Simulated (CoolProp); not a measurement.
Vapour-liquid equilibrium of hydrogen sulfide (1) + benzene (2) at 17.55 °C; x and y are mole fractions of (1).

Computed with CoolProp (multi-fluid Helmholtz-energy mixture model, Lemmon 2006 and Thol 2012; pair parameters Bell 2016).

```csv
x,bubble pressure (MPa),y at the bubble point,dew pressure at overall composition x (MPa),liquid density (mol/L)
0.05,0.08718,0.900,0.009373,11.63
0.2,0.3117,0.974,0.01113,12.78
0.35,0.5352,0.987,0.01369,14.13
0.5,0.7693,0.992,0.01778,15.72
0.65,1.020,0.995,0.02535,17.60
0.8,1.288,0.998,0.04413,19.82
0.95,1.573,0.999,0.1694,22.38
```

No azeotrope shows between x = 0.05 and 0.95.

The pair parameters rest on a limited set of measurements; away from them the model extrapolates.
